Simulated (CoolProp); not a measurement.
Hexamethyldisiloxane (MM) at 256.11 K and 4.44 MPa is throttled through a valve to 3.09 MPa with no heat exchange. Each further row changes one setting.

Model: reference Helmholtz-energy equation of state, Thol 2016, in CoolProp.

| case | temperature change (K) | final density (kg/m³) |
|---|---|---|
| as stated | +0.6 | 806 |
| outlet pressure 0.927 MPa | +1.7 | 802 |
| outlet pressure 4.02 MPa | +0.2 | 807 |
